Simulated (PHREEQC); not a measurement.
A solution holds 0.0027 mol Cu(BF4)2 and 0.00017 mol HBF4 per kg of water, at 25 °C. It is in equilibrium with CO2 at log p = -3.4 (atm). Otherwise closed; pH follows from the charge balance.

Equilibrium calculation in PHREEQC: ion-association model, phreeqc.dat.

| quantity | before | after |
|---|---|---|
| pH | 2.95 | 3.79 |
| ionic strength (mol/kgw) | 0.00918 | 0.0134 |
| BF4- (mol/kgw) | 0.00381 | 0.00258 |
| HF (mol/kgw) | 0.00309 | 0.00152 |
| F- (mol/kgw) | 0.00205 | 0.00714 |
| H3BO3 (mol/kgw) | 0.00110 | 0.00180 |

Task: Which change was made?
A) HBF4 from 0.00017 to 0.00034 mol/kgw
B) 0.0028 mol/kgw Na2CO3 added
C) HBF4 from 0.00017 to 0.0017 mol/kgw
D) Cu(BF4)2 from 0.0027 to 0.00054 mol/kgw
E) temperature from 25 to 10 °C

Result: B, 0.0028 mol/kgw Na2CO3 added

This is a speciation only: nothing precipitates in the calculation. Real BF4- forms and hydrolyses slowly; the run takes it at equilibrium.
